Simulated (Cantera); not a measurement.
A closed system holds: 1 mol PbO, 0.47 mol H2, held at 1.20 bar.

Cantera equilibrium calculation (NASA polynomials, part measured and part estimated; ideal gas, pure solids and liquids). Candidate condensed phases: H2O, Pb, PbO, PbO2, Pb3O4; 12 gas species. Each liquid is taken as pure. Mutual solubility and eutectic melting of coexisting phases are not modelled. Gases not in the tables: (PbO)n polymers. Equilibrium is a limit: real reactors are often held back by kinetics, nucleation or transport.

**Question.** Which condensed phases are stable at each of these points (T (K)): 500, 575, 650, 725, 800, 875, 950, 1025, 1100, 1175, 1250, 1325, 1400?

**Answer.** 
| T (K) | condensed phases | Pb condensed (%) |
|---|---|---|
| 500 | Pb(s) + PbO(red) | 100.0 |
| 575 | Pb(s) + PbO(red) | 100.0 |
| 650 | Pb(l) + PbO(red) | 100.0 |
| 725 | Pb(l) + PbO(red) | 100.0 |
| 800 | Pb(l) + PbO(yellow) | 100.0 |
| 875 | Pb(l) + PbO(yellow) | 100.0 |
| 950 | Pb(l) + PbO(yellow) | 100.0 |
| 1025 | Pb(l) + PbO(yellow) | 100.0 |
| 1100 | Pb(l) + PbO(yellow) | 100.0 |
| 1175 | Pb(l) + PbO(l) | 100.0 |
| 1250 | Pb(l) + PbO(l) | 99.9 |
| 1325 | Pb(l) + PbO(l) | 99.8 |
| 1400 | Pb(l) + PbO(l) | 99.6 |

From 500 K to 575 K the condensed part is Pb(s) + PbO(red). From 650 K to 725 K the condensed part is Pb(l) + PbO(red). From 800 K to 1100 K the condensed part is Pb(l) + PbO(yellow). From 1175 K to 1400 K the condensed part is Pb(l) + PbO(l).
